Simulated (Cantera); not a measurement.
An adiabatic, constant-pressure homogeneous reactor starts with H2 : O2 : N2 = 2.4 : 0.278 : 1.04 (molar parts), equivalence ratio 4.3, at 1100 K and 100000 Pa.

Detailed kinetics in Cantera: GRI-Mech 3.0 (53 species, 325 reactions).

Q: Predict: time of steepest temperature rise; temperature at 0.700 s; equilibrium temperature; x(H2) at 0.700 s; x(O2) at 0.700 s; x(H2O) at 0.700 s; x(OH) at 0.700 s; x(NO) at 0.700 s.

A: time of steepest temperature rise: 0.144 ms
temperature at 0.700 s: 2189 K
equilibrium temperature: 2189 K
x(H2) at 0.700 s: 0.533 (gas-phase equilibrium 0.533)
x(O2) at 0.700 s: 1.04e-7 (gas-phase equilibrium 1.04e-7)
x(H2O) at 0.700 s: 0.161 (gas-phase equilibrium 0.161)
x(OH) at 0.700 s: 0.000161 (gas-phase equilibrium 0.000161)
x(NO) at 0.700 s: 5.13e-6 (gas-phase equilibrium 5.39e-6)
